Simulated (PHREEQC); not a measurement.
A solution holds 0.0041 mol CuCl2, 0.029 mol HBF4 and 3.1e-05 mol NaCl per kg of water, at 20 °C. Closed to the air; pH follows from the charge balance.

Model: ion-association model, phreeqc.dat, run in PHREEQC.

Each row changes one thing in this solution. No solid was allowed to form.

| case | pH | ionic strength (mol/kgw) | BF4- (mol/kgw) | HF (mol/kgw) | H3BO3 (mol/kgw) | BF3OH- (mol/kgw) | SI of Halite (NaCl) |
|---|---|---|---|---|---|---|---|
| as made | 1.62 | 0.0397 | 0.0260 | 0.00830 | 0.00183 | 0.00104 | -8.32 |
| diluted 2-fold with water | 1.92 | 0.0196 | 0.0123 | 0.00625 | 0.00145 | (withheld) | -8.88 |
| temperature from 20 to 25 °C | 1.63 | 0.0396 | 0.0258 | 0.00897 | 0.00199 | 0.00105 | -8.32 |
| temperature from 20 to 30 °C | 1.63 | (withheld) | 0.0256 | 0.00970 | 0.00216 | 0.00106 | -8.33 |
| CuCl2 left out | 1.62 | 0.0275 | 0.0260 | 0.00838 | 0.00185 | 0.00103 | -10.72 |
| 0.0031 mol/kgw NaOH added | 1.68 | 0.0398 | 0.0260 | 0.00811 | (withheld) | 0.00106 | -6.31 |
| HBF4 from 0.029 to 0.0261 mol/kgw | 1.67 | 0.0369 | 0.0232 | 0.00794 | 0.00176 | 0.000969 | (withheld) |
| temperature from 20 to 35 °C | 1.63 | 0.0391 | 0.0254 | 0.0105 | 0.00235 | 0.00107 | (withheld) |

**Question.** Complete the blanks.

**Answer.** 
- diluted 2-fold with water, BF3OH- (mol/kgw): 0.000654
- temperature from 20 to 30 °C, ionic strength (mol/kgw): 0.0394
- 0.0031 mol/kgw NaOH added, H3BO3 (mol/kgw): 0.00178
- HBF4 from 0.029 to 0.0261 mol/kgw, SI of Halite (NaCl): -8.31
- temperature from 20 to 35 °C, SI of Halite (NaCl): -8.34

Species that the database lacks are ignored. Real BF4- forms and hydrolyses slowly; the run takes it at equilibrium.
